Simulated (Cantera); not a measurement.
Charge: 1 mol (CH3)2SiCl2, 2.9 mol HCl, 170 mol H2, equilibrated at 1648 K and 1.00 bar.

These are equilibrium values from Cantera (NASA tables, ideal gas, pure condensed phases), not measurements of a reactor. Candidate condensed phases: C, C6H6, C7H8, C8H18, Si, SiC; 109 gas species. The feed counts by its element totals alone. Rates play no part.

Base state: H2 0.971, HCl 0.0277, CH4 0.00126, H 8.77e-5, C2H2 (acetylene) 4.34e-5, SiCl2 3.45e-5 (mole fractions); condensed: C(graphite) + SiC(s).

### Question
What changes in the equilibrium state with this change: (CH3)2SiCl2 replaced by SiH4?

### Answer
| species | before | after |
|---|---|---|
| H2 | 0.971 | 0.984 |
| HCl | 0.0277 | 0.0149 |
| SiCl2 | 3.45e-5 | 0.000801 |
| CH4 | 0.00126 | 0 |
| C2H2 (acetylene) | 4.34e-5 | 0 |
| SiCl3 | 1.02e-6 | 1.26e-5 |
| H | 8.77e-5 | 8.83e-5 |
| C(graphite), mol | 0.766 | 0 |
| SiC(s), mol | 0.994 | 0 |
| Si(s), mol | 0 | 0.852 |
The tables' values for SiCl3 are old estimates; treat these amounts as uncertain.

### Question
What changes in the equilibrium state with this change: temperature from 1648 K to 2075 K?

### Answer
| species | before | after |
|---|---|---|
| H2 | 0.971 | 0.968 |
| HCl | 0.0277 | 0.0274 |
| H | 8.77e-5 | 0.00262 |
| C2H2 (acetylene) | 4.34e-5 | 0.00120 |
| SiCl2 | 3.45e-5 | 0.000122 |
| SiH2 | 1.02e-7 | 1.11e-5 |
| Cl | 1.96e-6 | 5.47e-5 |
| CH3 | 2.32e-6 | 1.74e-5 |
| C(graphite), mol | 0.766 | 0.537 |
| SiC(s), mol | 0.994 | 0.973 |
Gases not in the tables: Si2H6 and higher silanes.
